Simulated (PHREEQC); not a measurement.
0.049 g of hydrous ferric oxide (600 m²/g; 0.2 weak and 0.005 strong sites per Fe, Dzombak-Morel constants, diffuse double layer) in 1 kg of water with 0.1 mol/kgw of an inert sodium salt and 3.8e-05 mol/kgw MgCl2 and 0.00015 mol/kgw NaF, at 25 °C; the pH is set by adding NaOH or the inert anion's acid. O2 is buffered at 0.21 atm. CO2 from the air is kept out. No solid was allowed to form.

The numbers come from PHREEQC with the ion-association model, wateq4f.dat.

```tsv
pH	Mg sorbed (%)	F sorbed (%)	surface charge σ (C/m²)	surface potential ψ (mV)
3	0.0	15.9	0.287	141
3.38	0.0	18.6	0.268	137
3.75	0.0	19.7	(withheld)	134
4.12	0.0	19.4	0.234	130
4.5	0.0	17.9	0.211	125
4.88	0.0	15.5	0.183	118
5.25	0.0	12.7	0.154	109
5.62	0.0	9.7	0.125	99
6	0.0	(withheld)	0.099	87
6.38	0.0	4.5	0.075	74
6.75	0.0	2.8	0.055	61
7.12	0.2	1.6	0.037	45
7.5	0.9	0.8	0.022	29
7.88	3.9	0.4	0.009	12
8.25	13.8	0.2	(withheld)	-3
8.62	33.6	0.1	-0.010	-13
9	57.6	0.1	-0.016	-22
```

Task: What belongs in the gaps?

Result: 
- 3.75, surface charge σ (C/m²): 0.252
- 6, F sorbed (%): 6.9
- 8.25, surface charge σ (C/m²): -0.002

The oxide is taken as insoluble; below pH 4 it would dissolve.
